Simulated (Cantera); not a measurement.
A perfectly stirred reactor is fed with CH4 : C2H6 : C3H8 : O2 : N2 = 1 : 0.14 : 0.13 : 1.96 : 7.38 (molar parts), equivalence ratio 1.6, at 0.960 bar; it is adiabatic with a 523 K inlet, and is followed from long to short residence time, starting on the burning branch (τ in s: 0.2, 0.077, 0.029, 0.011, 0.0043, 0.0016, 0.00063, 0.00024, 9.2e-05, 3.5e-05).

Model: GRI-Mech 3.0 (53 species, 325 reactions), integrated in Cantera.

**Question.** Predict: blow-out, bracketed by the residence times tried; x(CH4) at τ = 0.200 s; x(C2H6) at τ = 0.200 s; x(C3H8) at τ = 0.200 s; x(HCN) at τ = 0.200 s; x(H2O) at τ = 0.200 s; x(CH4) at τ = 1.60 ms; x(C2H6) at τ = 1.60 ms; x(C3H8) at τ = 1.60 ms; x(HCN) at τ = 1.60 ms; x(H2O) at τ = 1.60 ms.

**Answer.** 
```json
{
  "blow_out_bracketed_by_the_residence_times_tried": "burning at 0.630 ms, out at 0.240 ms",
  "x(CH4) at τ = 0.200 s": "0.000460",
  "x(C2H6) at τ = 0.200 s": "1.78e-7",
  "x(C3H8) at τ = 0.200 s": "8.55e-8",
  "x(HCN) at τ = 0.200 s": "4.33e-5",
  "x(H2O) at τ = 0.200 s": "0.152",
  "x(CH4) at τ = 1.60 ms": "0.00297",
  "x(C2H6) at τ = 1.60 ms": "2.06e-5",
  "x(C3H8) at τ = 1.60 ms": "7.08e-6",
  "x(HCN) at τ = 1.60 ms": "0.000201",
  "x(H2O) at τ = 1.60 ms": "0.158"
}
```
